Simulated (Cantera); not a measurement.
Input (Python, Cantera) and output of one run.

```python
import numpy as np
import cantera as ct

gas_names = """
    H HNO HNO2 HNO3 HO2 H2 H2O H2O2 N NH NH2 NH3 NH2OH NO NO2 NO3 N2 N2H2 N2H4 N2O O OH O2 O3 Si SiH
    SiH2 SiH3 SiH4 SiN SiO SiO2 Si2 Si2N Si3
""".split()
cond_names = """
    H2O(s) H2O(L) Si(cr) Si(L) SiO2(Lqz) SiO2(hqz) SiO2(L) Si2N2O(s) Si3N4(a)
""".split()


# ... load() reads the species with a 1 bar reference pressure and builds the phases ...
atoms = {
    'Si3N4': {'Si': 3, 'N': 4},
    'O2': {'O': 2},
    'H2': {'H': 2},
    'NH3': {'N': 1, 'H': 3},
}
top_T = {'Si2N2O(s)': 2100, 'Si3N4(a)': 2400}  # K; cautious upper limits of use, not melting points


# ... equilibrate(T, P, feed) seeds the gas with the atoms and calls Mixture.equilibrate('TP', solver="vcs", rtol=1e-11, max_steps=5000) ...
results = []
feed = {'Si3N4': 1, 'O2': 6.9, 'H2': 0.85, 'NH3': 0.00014}  # mol
P = 82000  # Pa
for T in [1075, 1175, 1275, 1375, 1475, 1575, 1675, 1775, 1875]:
    mix = equilibrate(T, P, feed)
    results.append((T, P, feed, dict(zip(mix.species_names, mix.species_moles))))

top = {s: max(r[3][s] / sum(r[3][g] for g in gas_names) for r in results) for s in gas_names}
cols = sorted((s for s in top if top[s] > 1e-06), key=lambda s: -top[s])[:9]
seen = [c for c in cond_names if any(r[3].get(c, 0) > 1e-12 for r in results)]
print("log10 of partial pressures in bar; condensed amounts in mol")
print(f"{'T/K':>10s}" + "".join(f"{s[:9]:>10s}" for s in cols + seen))
for T, P, feed, n in results:
    ng = sum(n[g] for g in gas_names)
    print(f"{T:10.4g}" + "".join(f"{np.log10(max(n[s] / ng * P / 1e5, 1e-99)):10.3f}" for s in cols)
          + "".join(f"{n.get(c, 0):10.4g}" for c in seen))
```

Result:

```
log10 of partial pressures in bar; condensed amounts in mol
       T/K        O2        N2       H2O        NO        OH         O        H2       NO2       HO2 SiO2(hqz)   SiO2(L)
      1075    -0.346    -0.586    -0.958    -4.247    -6.243    -9.055    -9.939    -5.560    -8.275         3         0
      1175    -0.346    -0.586    -0.958    -3.869    -5.571    -8.009    -8.911    -5.421    -7.725         3         0
      1275    -0.346    -0.586    -0.958    -3.550    -5.003    -7.125    -8.043    -5.303    -7.260         3         0
      1375    -0.347    -0.587    -0.958    -3.278    -4.518    -6.369    -7.299    -5.201    -6.863         3         0
      1475    -0.347    -0.587    -0.958    -3.043    -4.099    -5.715    -6.655    -5.113    -6.520         3         0
      1575    -0.347    -0.587    -0.958    -2.837    -3.733    -5.144    -6.093    -5.036    -6.220         3         0
      1675    -0.348    -0.588    -0.959    -2.657    -3.411    -4.640    -5.597    -4.968    -5.956         3         0
      1775    -0.348    -0.589    -0.959    -2.497    -3.125    -4.193    -5.157    -4.907    -5.722         0         3
      1875    -0.349    -0.590    -0.961    -2.354    -2.871    -3.793    -4.763    -4.853    -5.513         0         3
```

Equilibrium computed with Cantera from the NASA thermochemical tables; the gas is ideal and each condensed phase is pure. The tables hold silica as quartz up to 1696 K and as liquid above; real silica turns to tridymite and cristobalite and melts near 1996 K. Gases not in the tables: Si(OH)4.
